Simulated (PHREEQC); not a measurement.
Copper plating or etch bath (model solution)

A solution holds 0.092 mol CuCl2, 0.00077 mol HCl and 0.0019 mol H3BO3 per kg of water, at 40 °C. Closed to the air; pH follows from the charge balance.

Computed with PHREEQC (ion-association model, phreeqc.dat).

No solid was allowed to form.

Question: What pH does the model give?

Answer: pH 3.22.

Question: In which forms is Cl present?

Answer: Cl- 89 %, CuCl+ 10 %, CuCl2 1.0 % of the Cl.

Species that the database lacks are ignored. Away from 25 °C the constants follow the database's enthalpies or fits; those with neither stay at their 25 °C values.
